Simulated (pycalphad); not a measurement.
Source of the numbers: pycalphad with the COST 507 light-alloy database (1999); pressure 1 atm. No gas phase is included, though pure Mg would boil below 1377 °C. The data set is of 1999 and partly superseded. Kinetics are ignored, which matters at the lower temperatures.

# Mg-0.97Si-2.5Al (at.%): equilibrium cooling sequence

```tsv
T (°C)	phases above	phases below
627.5	liquid	hcp + liquid
623.1	hcp + liquid	hcp + liquid + MG2SI
589.0	hcp + liquid + MG2SI	hcp + MG2SI
193.0	hcp + MG2SI	ALMG_GAMMA + hcp + MG2SI
```

Changes were sought between steps of 25 K, so a narrower field can be missed.

Database names, with the compositions (at.%) that they take in these runs: MG2SI: Mg 67 Si 33; ALMG_GAMMA: Mg 59 Al 41.
